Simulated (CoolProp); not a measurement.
The fluid at 293.15 K and 0.129 MPa flows at 0.52 m/s in a round tube of 6 mm bore and 45 µm roughness, fully developed (64/Re and Nu = 3.66 if laminar; Colebrook and Gnielinski if turbulent). The same conditions are run with several fluids, on thermodynamics alone (safety and materials aside).

Computed with CoolProp (reference Helmholtz-energy equation of state of each fluid (isobutane: Bücker 2006; CF4 (R14): Platzer 1990; R22: Kamei 1995; R152A: Outcalt 1996; R13: Platzer 1990)). The equations of Platzer and Polt are older, rougher fits.

```csv
fluid,Reynolds number,Darcy friction factor,pressure drop (Pa/m),heat-transfer coefficient (W/(m² K)),mass flow (kg/h)
isobutane,1350,0.0474,3.41,9.97,0.169
CF4 (R14),859,0.0745,7.86,9.53,0.248
R22,1080,0.0595,6.26,6.82,0.247
R152A,1030,0.0623,5.06,8.36,0.191
R13,1240,0.0518,6.53,7.33,0.296
```

Transport values come from each fluid's own correlations; those of CF4 (R14), R22, R152A, R13 are estimates that may be off by 10 % or more.
